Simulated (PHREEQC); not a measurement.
1 kg of water meets 20 L of dry gas (CO2 1 by moles) at fixed total pressure, at 10 atm; fugacities by Peng-Robinson. The gases take part in no redox reaction, some water evaporates into the gas, and hydrates or a liquid gas phase aren't modelled. No solid was allowed to form.

All values are PHREEQC results (ion-association model, phreeqc.dat), not measurements.

| T (°C) | dissolved CO2 (all carbonate carbon) (mol/kgw) | φ of CO2 | pH |
|---|---|---|---|
| 10 | 0.502 | 0.936 | 3.38 |
| 20 | (withheld) | 0.943 | 3.41 |
| 30 | 0.282 | 0.948 | (withheld) |
| 40 | 0.225 | 0.953 | (withheld) |
| 50 | 0.184 | 0.957 | (withheld) |
| 60 | (withheld) | 0.961 | 3.55 |
| 70 | 0.134 | 0.965 | 3.59 |
| 80 | (withheld) | 0.968 | 3.64 |
| 90 | 0.103 | 0.971 | 3.68 |

**Question.** Some entries are withheld; supply them.

**Answer.** 
- 20, dissolved CO2 (all carbonate carbon) (mol/kgw): 0.368
- 30, pH: 3.44
- 40, pH: 3.47
- 50, pH: 3.51
- 60, dissolved CO2 (all carbonate carbon) (mol/kgw): 0.155
- 80, dissolved CO2 (all carbonate carbon) (mol/kgw): 0.117

Species that the database lacks are ignored. Constants without temperature data keep their 25 °C values here.
